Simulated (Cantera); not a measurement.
Input (Python, Cantera) and output of one run.

```python
import numpy as np
import cantera as ct

gas_names = """
    CL CL2 H HCL H2 N NH NH2 NH3 N2 N2H2 N2H4 Si SiCL SiCL2 SiCL3 SiCL4 SiH SiHCL3 SiH2 SiH2CL2 SiH3
    SiH3CL SiH4 SiN Si2 Si2N Si3
""".split()
cond_names = """
    NH4CL(a) NH4CL(b) Si(cr) Si(L) Si3N4(a)
""".split()


# ... load() reads the species with a 1 bar reference pressure and builds the phases ...
atoms = {
    'Si2Cl6': {'Si': 2, 'CL': 6},
    'NH3': {'N': 1, 'H': 3},
}
top_T = {'Si3N4(a)': 2400}  # K; cautious upper limits of use, not melting points


# ... equilibrate(T, P, feed) seeds the gas with the atoms and calls Mixture.equilibrate('TP', solver="vcs", rtol=1e-11, max_steps=5000) ...
results = []
feed = {'Si2Cl6': 1, 'NH3': 0.15}  # mol
T = 1025  # K
P = 29000  # Pa
mix = equilibrate(T, P, feed)
results.append((T, P, feed, dict(zip(mix.species_names, mix.species_moles))))
print(gas.report(threshold=0.0001))
for i in range(1, mix.n_phases):
    print(f"{mix.phase(i).name:16s} {mix.phase_moles(i):12.5e} mol")
```

It prints:

```
       temperature   1025 K
          pressure   29000 Pa
           density   0.51027 kg/m^3
  mean mol. weight   149.95 kg/kmol
   phase of matter   gas

                          1 kg             1 kmol
                     ---------------   ---------------
          enthalpy       -3.4149e+06       -5.1208e+08  J
   internal energy       -3.4718e+06        -5.206e+08  J
           entropy            2925.5        4.3869e+05  J/K
    Gibbs function       -6.4136e+06       -9.6174e+08  J
 heat capacity c_p            649.73             97430  J/K
 heat capacity c_v            594.29             89116  J/K

                      mass frac. Y      mole frac. X     chem. pot. / RT
                     ---------------   ---------------   ---------------
               HCL         0.0025621          0.010538           -40.963
                H2         0.0012688          0.094375           -21.166
             SiCL2         0.0013861         0.0020999           -64.474
             SiCL3         0.0081435         0.0090835           -94.854
             SiCL4           0.92925           0.82023           -125.23
            SiHCL3          0.057025          0.063134           -105.44
           SiH2CL2        0.00036317        0.00053919            -85.64
     [  +21 minor]         5.275e-07        1.1917e-06

Si(cr)            3.58912e-01 mol
Si3N4(a)          3.75000e-02 mol
```

Equilibrium computed with Cantera from the NASA thermochemical tables; the gas is ideal and each condensed phase is pure. The feed counts by its element totals alone. Mutual solubility and eutectic melting of coexisting phases are not modelled. The tables' values for SiCl3 are old estimates; treat these amounts as uncertain.
